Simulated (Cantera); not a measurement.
## Silicon carbide growth: SiCl4 + CH4 + H2

Input: 1 mol SiCl4, 0.013 mol CH4, a varied amount of H2, at 1523.15 K and 13.3 mbar.

Cantera equilibrium calculation (NASA polynomials, part measured and part estimated; ideal gas, pure solids and liquids). Candidate condensed phases: C, C6H6, C7H8, C8H18, Si, SiC; 109 gas species. Mutual solubility and eutectic melting of coexisting phases are not modelled. The tables' values for SiCl3 are old estimates; treat these amounts as uncertain. The numbers say what is thermodynamically allowed, not how fast it happens.

```csv
n(H2) (mol),log p H2,log p HCl,log p SiCl2,log p SiCl3,n Si(s),n SiC(s)
29,-1.92,-2.97,-3.50,-5.18,0.240,0.0130
63,-1.90,-3.21,-4.00,-5.93,0.497,0.0130
98,-1.89,-3.36,-4.32,-6.40,0.621,0.0130
130,-1.89,-3.46,-4.53,-6.71,0.689,0.0130
170,-1.88,-3.56,-4.73,-7.02,0.745,0.0130
200,-1.88,-3.63,-4.86,-7.21,0.774,0.0130
240,-1.88,-3.70,-5.00,-7.43,0.804,0.0129
270,-1.88,-3.75,-5.09,-7.57,0.821,0.0129
310,-1.88,-3.80,-5.21,-7.73,0.839,0.0129
```
log p: log10 of the partial pressure in bar; n: condensed amount in mol.

From 29 mol H2 to 310 mol H2 the condensed part is Si(s) + SiC(s). The main Si-bearing gas is SiCl2 throughout. The share of Si in condensed phases is highest at 310 mol H2 (85.2 %) and lowest at 29 mol H2 (25.3 %).
